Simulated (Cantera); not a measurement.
# Adiabatic ignition

An adiabatic, constant-volume homogeneous reactor starts with CO : H2 : CH4 : O2 : N2 = 1 : 0.11 : 0.5 : 3.17 : 27.3 (molar parts), equivalence ratio 0.49, at 1275 K and 15000 Torr.

Detailed kinetics in Cantera: GRI-Mech 3.0 (53 species, 325 reactions). The pressure lies above the range GRI-Mech 3.0 was tuned for (to about 10 atm).

```
t (s)     T (K)  P (bar)      x CO     x H2   x CH4    x O2    x H2O2
--------  -----  -------  --------  -------  ------  ------  --------
4.00e-6    1275     20.0    0.0312  0.00343  0.0156  0.0988  3.48e-10
1.05e-5    1275     20.0    0.0312  0.00343  0.0156  0.0988   1.99e-9
2.76e-5    1275     20.0    0.0312  0.00343  0.0156  0.0988   9.97e-9
7.26e-5    1275     20.0    0.0312  0.00342  0.0156  0.0988   7.16e-8
0.000191   1279     20.1    0.0311  0.00335  0.0153  0.0985   1.18e-6
0.000502   2052     31.6  0.000185  1.49e-5  <1e-12  0.0512   1.08e-7
0.00132    2053     31.7   7.65e-5  1.18e-5  <1e-12  0.0511   9.81e-8
0.00346    2053     31.7   7.65e-5  1.18e-5  <1e-12  0.0511   9.80e-8
0.00910    2053     31.6   7.64e-5  1.18e-5  <1e-12  0.0511   9.79e-8
0.0239     2052     31.6   7.60e-5  1.17e-5  <1e-12  0.0509   9.75e-8
0.0629     2050     31.6   7.53e-5  1.16e-5  <1e-12  0.0507   9.67e-8
0.165      2047     31.6   7.37e-5  1.14e-5  <1e-12  0.0501   9.50e-8
0.434      2042     31.5   7.16e-5  1.11e-5  <1e-12  0.0493   9.28e-8
1.14       2040     31.5   7.07e-5  1.10e-5  <1e-12  0.0490   9.19e-8
3.00       2040     31.5   7.07e-5  1.10e-5  <1e-12  0.0490   9.18e-8
```
x: mole fraction; the columns are a selection and need not sum to one.

- time of steepest temperature rise = 0.415 ms
- temperature at 3.00 s = 2040 K
- equilibrium temperature = 2040 K
- x(CO) at 3.00 s = 7.07e-5 (gas-phase equilibrium 7.07e-5)
- x(H2) at 3.00 s = 1.10e-5 (gas-phase equilibrium 1.10e-5)
- x(CH4) at 3.00 s = <1e-12 (gas-phase equilibrium <1e-12)
